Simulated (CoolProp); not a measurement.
Saturation properties of CH3F (R41).

Model: reference Helmholtz-energy equation of state, Lemmon 2006, in CoolProp. It is a short technical equation, of lower accuracy than the large ones.

```json
[
 {"T (K)": "209.8", "p (kPa)": "217.0", "liquid cp (kJ/(kg K))": "2.102", "vapour Z": "0.9318"},
 {"T (K)": "218.8", "p (kPa)": "324.2", "liquid cp (kJ/(kg K))": "(withheld)", "vapour Z": "0.9125"},
 {"T (K)": "227.8", "p (kPa)": "468.3", "liquid cp (kJ/(kg K))": "2.168", "vapour Z": "(withheld)"},
 {"T (K)": "236.8", "p (kPa)": "(withheld)", "liquid cp (kJ/(kg K))": "(withheld)", "vapour Z": "0.8642"},
 {"T (K)": "245.8", "p (kPa)": "897.0", "liquid cp (kJ/(kg K))": "2.280", "vapour Z": "0.8346"},
 {"T (K)": "254.8", "p (kPa)": "1198", "liquid cp (kJ/(kg K))": "2.362", "vapour Z": "(withheld)"},
 {"T (K)": "263.8", "p (kPa)": "1570", "liquid cp (kJ/(kg K))": "2.472", "vapour Z": "0.7630"},
 {"T (K)": "272.8", "p (kPa)": "2021", "liquid cp (kJ/(kg K))": "(withheld)", "vapour Z": "0.7198"},
 {"T (K)": "281.8", "p (kPa)": "(withheld)", "liquid cp (kJ/(kg K))": "(withheld)", "vapour Z": "0.6705"}
]
```

What belongs in the gaps?


- 218.8, liquid cp (kJ/(kg K)): 2.130
- 227.8, vapour Z: 0.8901
- 236.8, p (kPa): 656.5
- 236.8, liquid cp (kJ/(kg K)): 2.217
- 254.8, vapour Z: 0.8010
- 272.8, liquid cp (kJ/(kg K)): 2.623
- 281.8, p (kPa): 2563
- 281.8, liquid cp (kJ/(kg K)): 2.845

It boils at 194.8 K under 1 atm.
